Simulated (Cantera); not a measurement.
An isothermal, constant-pressure homogeneous reactor starts with 34.5 % NH3, 65.5 % H2, at 1950 K and 0.250 bar.

Model: the gas-phase N/H chemistry of the illustrative SiF4/NH3 mechanism in the Surface Chemkin manual (1991), integrated in Cantera. Walls and surfaces, which speed up NH3 decomposition in real reactors, are not modelled.

x: mole fraction; the columns are a selection and need not sum to one.

```tsv
t (s)	x NH3	x H2	x N2H2	x NH	x H	x NH2
5.00e-5	0.345	0.655	2.48e-9	3.52e-8	2.11e-5	3.17e-5
0.000142	0.345	0.655	2.53e-8	2.90e-7	5.97e-5	8.97e-5
0.000405	0.344	0.655	(withheld)	(withheld)	(withheld)	(withheld)
0.00115	0.344	0.655	1.27e-6	7.46e-6	0.000307	0.000460
0.00328	0.341	0.657	1.46e-6	8.39e-6	0.000328	0.000486
0.00932	0.332	0.663	1.42e-6	8.33e-6	0.000334	0.000478
0.0265	0.309	0.677	1.29e-6	8.18e-6	0.000350	0.000456
0.0754	0.255	0.711	1.01e-6	7.75e-6	0.000392	0.000401
0.215	(withheld)	(withheld)	(withheld)	(withheld)	(withheld)	(withheld)
0.611	0.0441	0.843	1.27e-7	4.41e-6	0.000832	0.000124
1.74	0.00251	0.868	3.39e-9	1.26e-6	0.00191	1.58e-5
4.94	0.000270	0.870	5.35e-11	1.71e-7	0.00215	1.91e-6
14.1	7.33e-5	0.870	4.01e-12	4.67e-8	0.00215	5.18e-7
40.0	2.39e-5	0.870	<1e-12	1.52e-8	0.00215	1.69e-7
```

**Question.** Some entries are withheld; supply them.

**Answer.** 
- 0.000405, x N2H2: 2.62e-7
- 0.000405, x NH: 2.13e-6
- 0.000405, x H: 0.000162
- 0.000405, x NH2: 0.000244
- 0.215, x NH3: 0.153
- 0.215, x H2: 0.775
- 0.215, x N2H2: 5.47e-7
- 0.215, x NH: 6.65e-6
- 0.215, x H: 0.000507
- 0.215, x NH2: 0.000287
